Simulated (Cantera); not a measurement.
Input: 1 mol MgO, 4.5 mol H2S, 2.6 mol O2, equilibrated at 1700 K and 0.133 bar.

Equilibrium computed with Cantera from the NASA thermochemical tables; the gas is ideal and each condensed phase is pure. Candidate condensed phases: H2O, H2SO4, Mg, MgO, Mg(OH)2, MgS, MgSO4, S; 26 gas species. The numbers say what is thermodynamically allowed, not how fast it happens.

Base state: H2O 0.462, S2 0.223, H2 0.132, SO2 0.127, H2S 0.0352, SO 0.0109, SH 0.00560, S2O 0.00337 (mole fractions); condensed: MgO(s).

### Question
What changes in the equilibrium state with this change: temperature from 1700 K to 1850 K?

### Answer
```
species        before     after
-----------  --------  --------
H2O             0.462     0.420
S2              0.223     0.210
H2              0.132     0.171
SO             0.0109    0.0223
H2S            0.0352    0.0262
SO2             0.127     0.136
OH            2.65e-5  0.000111
H            0.000147  0.000609
MgO(s), mol     1.000     1.000
```
